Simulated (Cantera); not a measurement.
Cantera run:

```python
import numpy as np
import cantera as ct

gas_names = """
    H HO2 H2 H2O H2O2 H2S H2SO4 Mg MgH MgO MgOH MgO2H2 MgS Mg2 O OH O2 O3 S SH SO SO2 SO3 S2 S2O S8
""".split()
cond_names = """
    H2O(s) H2O(L) H2SO4(L) Mg(cr) Mg(L) MgO(s) MgO(L) MgO2H2(s) MgS(s) MgSO4(s) MgSO4(L) S(cr1) S(cr2)
    S(L)
""".split()


# ... load() reads the species with a 1 bar reference pressure and builds the phases ...
atoms = {
    'MgO': {'Mg': 1, 'O': 1},
    'H2S': {'H': 2, 'S': 1},
    'O2': {'O': 2},
}
top_T = {'MgS(s)': 2250}  # K; cautious upper limits of use, not melting points


# ... equilibrate(T, P, feed) seeds the gas with the atoms and calls Mixture.equilibrate('TP', solver="vcs", rtol=1e-11, max_steps=5000) ...
results = []
feed = {'MgO': 1, 'H2S': 1.3, 'O2': 0.23}  # mol
P = 13332.2  # Pa
for T in [675, 725, 775, 825, 875, 925, 975, 1025, 1075, 1125, 1175, 1225, 1275, 1325]:
    mix = equilibrate(T, P, feed)
    results.append((T, P, feed, dict(zip(mix.species_names, mix.species_moles))))

top = {s: max(r[3][s] / sum(r[3][g] for g in gas_names) for r in results) for s in gas_names}
cols = sorted((s for s in top if top[s] > 0.0001), key=lambda s: -top[s])[:6]
seen = [c for c in cond_names if any(r[3].get(c, 0) > 1e-12 for r in results)]
print("log10 of partial pressures in bar; condensed amounts in mol")
print(f"{'T/K':>10s}" + "".join(f"{s[:9]:>10s}" for s in cols + seen))
for T, P, feed, n in results:
    ng = sum(n[g] for g in gas_names)
    print(f"{T:10.4g}" + "".join(f"{np.log10(max(n[s] / ng * P / 1e5, 1e-99)):10.3f}" for s in cols)
          + "".join(f"{n.get(c, 0):10.4g}" for c in seen))
```

It prints:

```
log10 of partial pressures in bar; condensed amounts in mol
       T/K       H2S       H2O        S2        H2        S8       SO2    MgO(s)
       675    -1.092    -1.360    -2.379    -4.276    -2.357    -3.700         1
       725    -1.109    -1.388    -1.926    -4.048    -2.680    -3.295         1
       775    -1.127    -1.408    -1.732    -3.750    -3.759    -3.231         1
       825    -1.132    -1.407    -1.710    -3.402    -5.295    -3.377         1
       875    -1.137    -1.405    -1.702    -3.088    -6.693    -3.521         1
       925    -1.144    -1.405    -1.692    -2.811    -7.928    -3.643         1
       975    -1.154    -1.406    -1.680    -2.567    -9.016    -3.742         1
      1025    -1.168    -1.408    -1.665    -2.354    -9.975    -3.814         1
      1075    -1.188    -1.411    -1.645    -2.170   -10.818    -3.860         1
      1125    -1.214    -1.416    -1.621    -2.013   -11.562    -3.880         1
      1175    -1.246    -1.422    -1.596    -1.880   -12.222    -3.876         1
      1225    -1.285    -1.429    -1.569    -1.769   -12.814    -3.852         1
      1275    -1.331    -1.437    -1.543    -1.676   -13.350    -3.810         1
      1325    -1.382    -1.445    -1.518    -1.600   -13.843    -3.755         1
```

These are equilibrium values from Cantera (NASA tables, ideal gas, pure condensed phases), not measurements of a reactor. Gases not in the tables: S3 to S7.
